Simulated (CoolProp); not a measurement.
Vapour-liquid equilibrium of R142b (1) + R113 (2) at 317.9 K; x and y are mole fractions of (1).

The numbers come from the multi-fluid Helmholtz-energy mixture model, Lemmon 2006 and Marx 1992; pair parameters Bell 2016 in CoolProp.

### Question
Give the bubble pressure and the first vapour's composition at x = 0.05, 0.45, 0.65. Is there an azeotrope?

### Answer
x = 0.05: 123.6 kPa, y = 0.281; x = 0.45: 338.8 kPa, y = 0.824; x = 0.65: 430.4 kPa, y = 0.901. No azeotrope shows between x = 0.05 and 0.95.

Pair parameters are fitted to limited data, so mixtures are less certain than the pure fluids.
